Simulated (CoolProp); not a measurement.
Model: reference Helmholtz-energy equation of state, Leachman 2009, in CoolProp.

Problem. Give the vapour pressure (MPa), surface tension (mN/m), vapour viscosity (µPa s) of saturated normal hydrogen at 25.6 K.

Solution. 
| T (K) | p (MPa) | surface tension (mN/m) | vapour viscosity (µPa s) |
|---|---|---|---|
| 25.6 | 0.364 | 1.03 | 1.32 |

Viscosity comes from a separate model (Muzny 2013). Surface tension comes from a separate correlation (Mulero 2012).
